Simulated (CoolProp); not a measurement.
CHF3 (R23) at several states: Z from the reference equation and from simpler models built on Tc = 299.3 K, pc = 4832 kPa, ω = 0.263; each cubic takes its own stable root.

Model: reference Helmholtz-energy equation of state, Penoncello 2003, in CoolProp.

| T (K) | p (kPa) | phase | reference | van der Waals | Redlich-Kwong | Soave-Redlich-Kwong | Peng-Robinson |
|---|---|---|---|---|---|---|---|
| 358.8 | 13300 | supercritical | 0.5365 | 0.5834 | 0.5647 | 0.6320 | 0.5904 |
| 429.3 | 4620 | gas | 0.9110 | 0.8820 | 0.8949 | 0.9290 | 0.9086 |
| 372.9 | 5540 | supercritical | 0.8020 | 0.7713 | 0.7862 | 0.8260 | 0.7985 |
| 437.8 | 664 | gas | 0.9879 | 0.9846 | 0.9855 | 0.9900 | 0.9867 |
